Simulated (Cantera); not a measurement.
Metals in furnace atmospheres: Cu + NH3 + N2

Input: 1 mol Cu, 0.22 mol NH3, 22 mol N2, held at 1.90 mbar.

These are equilibrium values from Cantera (NASA tables, ideal gas, pure condensed phases), not measurements of a reactor. Candidate condensed phases: Cu; 11 gas species. Equilibrium is a limit: real reactors are often held back by kinetics, nucleation or transport.

| T (K) | x N2 | x Cu | x H2 | x H | n Cu(l) |
|---|---|---|---|---|---|
| 1648 | 0.944 | 0.0416 | 0.0140 | 0.000241 | 0.0247 |
| 1673 | 0.943 | 0.0426 | 0.0139 | 0.000308 | 0 |
| 1698 | 0.943 | 0.0426 | 0.0139 | 0.000391 | 0 |
| 1723 | 0.943 | 0.0426 | 0.0138 | 0.000492 | 0 |
| 1748 | 0.943 | 0.0426 | 0.0138 | 0.000615 | 0 |
| 1773 | 0.943 | 0.0426 | 0.0137 | 0.000764 | 0 |
| 1798 | 0.943 | 0.0426 | 0.0136 | 0.000942 | 0 |
x: gas mole fraction; n: condensed amount in mol.

At 1648 K the condensed part is Cu(l). From 1673 K to 1798 K nothing is condensed. The main Cu-bearing gas is Cu throughout.
